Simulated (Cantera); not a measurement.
A Cantera script and its output.

```python
import numpy as np
import cantera as ct

gas = ct.Solution("gri30.yaml")
gas.TPX = 1525, 1100000, {'CH4': 1, 'CO2': 0.76, 'H2': 1.8}
reactor = ct.IdealGasConstPressureReactor(gas, energy="off", clone=False)
net = ct.ReactorNet([reactor])
net.rtol, net.atol = 1e-08, 1e-18
show = ['CH4', 'CO2', 'H2', 'HO2', 'C2H2']
times = np.geomspace(0.0006, 2, 13)

steps = ct.SolutionArray(gas, extra=["t"])
rows = []
print(f"{'t/s':>10s}{'T/K':>9s}{'P/Pa':>11s}" + "".join(f"{s:>11s}" for s in show))
for t in times:
    while net.time < t:
        t_next = net.step()
        steps.append(gas.state, t=t_next)
    rows.append([np.interp(t, steps.t, y) for y in (steps.T, steps.P, *steps(*show).X.T)])
    print(f"{t:10.3e}{rows[-1][0]:9.1f}{rows[-1][1]:11.4g}" + "".join(f"{x:11.3e}" for x in rows[-1][2:]))
rate = np.gradient(steps.T, steps.t)
print("integrator steps:", len(steps.t))
if steps.T.max() > steps.T[0] + 200:
    print(f"time of steepest temperature rise: {steps.t[rate.argmax()]:.4e} s")
gas.TPX = 1525, 1100000, {'CH4': 1, 'CO2': 0.76, 'H2': 1.8}
gas.equilibrate("TP")
print(f"equilibrium (TP): T = {gas.T:.1f} K  " + "  ".join(f"{s} {gas[s].X[0]:.3e}" for s in show))
```

It prints:

```
       t/s      T/K       P/Pa        CH4        CO2         H2        HO2       C2H2
 6.000e-04   1525.0    1.1e+06  2.801e-01  2.121e-01  5.048e-01  4.125e-16  6.646e-06
 1.180e-03   1525.0    1.1e+06  2.794e-01  2.107e-01  5.039e-01  4.307e-16  3.473e-05
 2.319e-03   1525.0    1.1e+06  2.780e-01  2.080e-01  5.022e-01  4.557e-16  1.461e-04
 4.559e-03   1525.0    1.1e+06  2.754e-01  2.025e-01  4.989e-01  4.948e-16  4.961e-04
 8.963e-03   1525.0    1.1e+06  2.706e-01  1.921e-01  4.926e-01  5.517e-16  1.356e-03
 1.762e-02   1525.0    1.1e+06  2.623e-01  1.731e-01  4.805e-01  6.211e-16  3.007e-03
 3.464e-02   1525.0    1.1e+06  2.497e-01  1.410e-01  4.593e-01  6.641e-16  5.639e-03
 6.810e-02   1525.0    1.1e+06  2.336e-01  9.617e-02  4.284e-01  6.056e-16  9.146e-03
 1.339e-01   1525.0    1.1e+06  2.181e-01  5.292e-02  3.992e-01  4.506e-16  1.263e-02
 2.632e-01   1525.0    1.1e+06  2.091e-01  3.212e-02  3.878e-01  3.442e-16  1.427e-02
 5.175e-01   1525.0    1.1e+06  2.061e-01  2.881e-02  3.903e-01  3.128e-16  1.387e-02
 1.017e+00   1525.0    1.1e+06  2.028e-01  2.787e-02  3.981e-01  2.833e-16  1.266e-02
 2.000e+00   1525.0    1.1e+06  1.967e-01  2.633e-02  4.115e-01  2.388e-16  1.080e-02
integrator steps: 843
equilibrium (TP): T = 1525.0 K  CH4 4.725e-02  CO2 1.160e-04  H2 6.529e-01  HO2 2.703e-21  C2H2 1.571e-04
```

Detailed kinetics in Cantera: GRI-Mech 3.0 (53 species, 325 reactions).
